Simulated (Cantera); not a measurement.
A diamond (100) surface in a fixed gas of H2 with x(CH4) = 0.0051, x(CH3) = 3.9e-05, at 1100 K, 0.0460 bar; coverages are run to steady state.

Computed with Cantera and the Harris–Goodwin 1993 mechanism for the reconstructed diamond (100) surface.

θ: site fractions in the mechanism's names (c6HH fully hydrogenated, c6H* and c6*H radical sites, c6** diradical, c6HM methylated).

```tsv
x(H)	growth (µm/h)	θ c6HH	θ c6H*	θ c6*H	θ c6**	θ c6HM
0.0001	0.0580	0.600	0.0230	0.365	0.00549	0.00427
0.0002	0.120	0.559	0.0252	0.399	0.00886	0.00484
0.0004	0.229	0.535	0.0264	0.419	0.0122	0.00501
0.00081	0.404	0.521	0.0271	0.429	0.0148	0.00463
0.0016	0.628	0.515	0.0275	0.435	0.0165	0.00378
0.0033	[?]	0.512	0.0277	0.438	0.0175	[?]
0.0065	[?]	0.511	0.0278	0.440	0.0181	[?]
0.013	1.24	0.511	0.0280	0.441	0.0184	0.000957
0.026	1.33	0.511	0.0282	0.442	0.0186	0.000515
```

### Question
Fill in the missing entries.

### Answer

- 0.0033, growth (µm/h): 0.885
- 0.0033, θ c6HM: 0.00264
- 0.0065, growth (µm/h): 1.09
- 0.0065, θ c6HM: 0.00167
